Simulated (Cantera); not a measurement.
Feed: 1 mol Si3N4, 0.65 mol C, 5.5 mol N2, held at 25.0 mbar.

Method: chemical equilibrium by Gibbs-energy minimisation in Cantera with the NASA 1993 tables (ideal gas, pure condensed phases). Candidate condensed phases: C, Si, SiC, Si3N4; 20 gas species. Mutual solubility and eutectic melting of coexisting phases are not modelled. Rates play no part.

What share of the Si ends up in condensed phases as a function of T (°C), at 1477, 1527, 1577, 1627, 1677, 1727, 1777, 1827, 1877, 1927, 1977, 2027?


| T (°C) | Si condensed (%) | as |
|---|---|---|
| 1477 | 100.0 | SiC(s) + Si3N4(s) |
| 1527 | 100.0 | SiC(s) + Si3N4(s) |
| 1577 | 99.9 | SiC(s) + Si3N4(s) |
| 1627 | 99.8 | Si(l) + SiC(s) |
| 1677 | 99.7 | Si(l) + SiC(s) |
| 1727 | 99.5 | Si(l) + SiC(s) |
| 1777 | 99.0 | Si(l) + SiC(s) |
| 1827 | 98.4 | Si(l) + SiC(s) |
| 1877 | 97.2 | Si(l) + SiC(s) |
| 1927 | 95.3 | Si(l) + SiC(s) |
| 1977 | 92.3 | Si(l) + SiC(s) |
| 2027 | 87.5 | Si(l) + SiC(s) |
